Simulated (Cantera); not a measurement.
Cantera run, input and output.

```python
import numpy as np
import cantera as ct

gas = ct.Solution("gri30.yaml")
gas.TPX = 425, 69000, {'CO': 1, 'H2': 0.2, 'CH4': 0.1, 'O2': 0.833, 'N2': 3.13, 'CO2': 0.41}
flame = ct.FreeFlame(gas, width=0.052)
flame.set_refine_criteria(ratio=3, slope=0.08, curve=0.16)
flame.transport_model = "mixture-averaged"
flame.solve(loglevel=0, auto=True)
z, T = flame.grid, flame.T
thick = (T[-1] - T[0]) / np.gradient(T, z).max()
show = ['CO', 'H2', 'CH4', 'NO', 'O', 'O2']
print(f"laminar burning velocity  {flame.velocity[0] * 100:.3f} cm/s")
print(f"burnt temperature         {T[-1]:.1f} K")
print(f"thermal thickness         {thick * 1e3:.4f} mm")
print(f"grid points               {len(z)}")
z0 = z[flame.heat_release_rate.argmax()]
print(f"{'z/mm':>9s}{'T/K':>9s}{'u/(m/s)':>9s}" + "".join(f"{s:>11s}" for s in show))
rows = []
for k in (-3, -2, -1.5, -1, -0.5, -0.25, 0, 0.25, 0.5, 1, 2, 4, 8):
    zz = z0 + k * thick
    rows.append([k * thick, np.interp(zz, z, T), np.interp(zz, z, flame.velocity),
                 *(np.interp(zz, z, flame.X[gas.species_index(s)]) for s in show)])
    print(f"{rows[-1][0] * 1e3:9.3f}{rows[-1][1]:9.1f}{rows[-1][2]:9.3f}" + "".join(f"{x:11.3e}" for x in rows[-1][3:]))
```

Result:

```
laminar burning velocity  87.201 cm/s
burnt temperature         2231.3 K
thermal thickness         0.7903 mm
grid points               138
     z/mm      T/K  u/(m/s)         CO         H2        CH4         NO          O         O2
   -2.371    425.0    0.872  1.763e-01  3.521e-02  1.763e-02  7.137e-14  1.554e-12  1.468e-01
   -1.581    425.0    0.872  1.763e-01  3.499e-02  1.763e-02  1.560e-12  8.020e-11  1.469e-01
   -1.185    425.1    0.872  1.764e-01  3.456e-02  1.764e-02  1.174e-11  6.854e-10  1.469e-01
   -0.790    426.6    0.874  1.766e-01  3.316e-02  1.765e-02  1.771e-10  1.145e-08  1.471e-01
   -0.395    494.3    1.007  1.756e-01  2.747e-02  1.706e-02  2.067e-08  2.524e-06  1.453e-01
   -0.198    799.5    1.620  1.657e-01  2.105e-02  1.297e-02  2.622e-07  1.727e-04  1.304e-01
    0.000   1224.6    2.457  1.440e-01  1.299e-02  3.317e-03  1.296e-06  2.658e-03  9.486e-02
    0.198   1453.0    2.875  1.131e-01  6.547e-03  1.053e-04  3.666e-06  7.556e-03  6.519e-02
    0.395   1569.4    3.069  9.071e-02  5.142e-03  1.206e-06  6.599e-06  8.941e-03  5.227e-02
    0.790   1700.8    3.286  7.226e-02  5.095e-03  2.973e-10  1.162e-05  8.105e-03  4.324e-02
    1.581   1827.5    3.500  6.295e-02  4.443e-03  1.339e-15  1.799e-05  5.979e-03  3.803e-02
    3.161   1942.3    3.690  5.410e-02  3.487e-03  2.883e-17  2.595e-05  3.939e-03  3.325e-02
    6.323   2039.8    3.847  4.448e-02  2.640e-03  6.789e-18  3.904e-05  2.478e-03  2.843e-02
```

Detailed kinetics in Cantera: GRI-Mech 3.0 (53 species, 325 reactions). Burning velocities carry a grid error of a few per cent, more on coarse grids.
